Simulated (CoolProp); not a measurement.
Vapour pressure (bar) of ethane: the reference equation beside estimates from Tc = 32.2 °C, pc = 48.72 bar, ω = 0.099. Clausius-Clapeyron is anchored at -50.55 °C with a constant enthalpy of vaporisation of 12.95 kJ/mol.

Values from CoolProp's reference Helmholtz-energy equation of state, Bücker 2006.

```tsv
T (°C)	reference	Lee-Kesler	Clausius-Clapeyron	van der Waals	Redlich-Kwong	Soave-Redlich-Kwong	Peng-Robinson
-79.45	1.617	1.604	1.904	5.797	1.751	1.602	1.624
-73.65	2.124	2.114	2.406	6.808	2.316	2.111	2.130
-67.85	2.743	2.738	3.000	7.930	3.005	2.735	2.749
-62.15	3.476	3.477	3.682	9.145	3.819	3.475	3.481
-56.35	4.364	4.373	4.486	10.50	4.801	4.374	4.369
-50.55	5.410	5.428	5.410	11.98	5.951	5.435	5.416
-44.75	6.632	6.658	6.463	13.59	7.284	6.676	6.639
-38.95	8.045	8.080	7.652	15.33	8.816	8.114	8.057
-33.15	9.668	9.709	8.986	17.21	10.56	9.767	9.687
-27.35	11.52	11.56	10.47	19.23	12.53	11.65	11.55
-21.55	13.61	13.66	12.12	21.39	14.74	13.79	13.66
```

Absolute difference from the reference over all 11 rows, mean and median: Lee-Kesler 0.4 and 0.4 %, Clausius-Clapeyron 7.6 and 7.1 %, van der Waals 135.5 and 121.4 %, Redlich-Kwong 9.3 and 9.6 %, Soave-Redlich-Kwong 0.7 and 0.7 %, Peng-Robinson 0.2 and 0.2 %.
